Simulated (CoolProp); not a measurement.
Toluene along the isotherm 346.85 °C: Z from the reference equation and from simpler models built on Tc = 318.6 °C, pc = 4.126 MPa, ω = 0.266; each cubic takes its own stable root.

The numbers come from the reference Helmholtz-energy equation of state, Lemmon 2006 in CoolProp. It is a short technical equation, of lower accuracy than the large ones.

```
p (MPa)          phase  reference
-------  -------------  ---------
5.16     supercritical     0.4243
10.3     supercritical     0.3732
15.5     supercritical     0.5103
20.6     supercritical     0.6430
25.8     supercritical     0.7752
30.9     supercritical     0.9019
36.1     supercritical      1.028
41.3     supercritical      1.153
```

Problem. How far does each simpler model (van der Waals, Redlich-Kwong, Soave-Redlich-Kwong) lie from the reference over these 8 states: mean and median of the absolute difference, and the worst?

Solution. 
- van der Waals: mean 34.3 %, median 37.8 %, worst +38.0 % at 346.85 °C and 41.3 MPa
- Redlich-Kwong: mean 8.7 %, median 8.1 %, worst +15.3 % at 346.85 °C and 10.3 MPa
- Soave-Redlich-Kwong: mean 10.6 %, median 9.5 %, worst +18.1 % at 346.85 °C and 10.3 MPa
